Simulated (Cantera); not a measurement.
## Pyrogenic steam for wet oxidation

A perfectly stirred reactor is fed with H2 : O2 : N2 = 1.5 : 1 : 5.5 (molar parts), equivalence ratio 0.75, at 750 Torr; it is held at 1325 K, and followed from long to short residence time.

Detailed kinetics in Cantera: the H2/O2 subset of GRI-Mech 3.0, which has no nitrogen chemistry. The temperature is held fixed by assumption; the heat of reaction is taken as removed at once.

| τ (s) | x H2 | x O2 | x H2O | x HO2 | x H2O2 | x O |
|---|---|---|---|---|---|---|
| 20 | 1.24e-5 | 0.0345 | 0.207 | 3.57e-7 | 5.05e-8 | 1.36e-6 |
| 5.0 | 3.15e-5 | 0.0345 | 0.207 | 8.86e-7 | 1.08e-7 | 3.42e-6 |
| 1.2 | 8.20e-5 | 0.0345 | 0.207 | 2.20e-6 | 2.28e-7 | 9.04e-6 |
| 0.30 | 0.000207 | 0.0345 | 0.207 | 5.00e-6 | 4.52e-7 | 2.37e-5 |
| 0.073 | 0.000525 | 0.0346 | 0.206 | 1.03e-5 | 8.60e-7 | 6.42e-5 |
| 0.018 | 0.00129 | 0.0349 | 0.205 | 1.79e-5 | 1.53e-6 | 0.000171 |
| 0.0044 | 0.00308 | 0.0356 | 0.202 | 2.59e-5 | 2.49e-6 | 0.000445 |
| 0.0011 | 0.00697 | 0.0373 | 0.197 | 3.26e-5 | 3.62e-6 | 0.00109 |
x: mole fraction; the columns are a selection and need not sum to one.
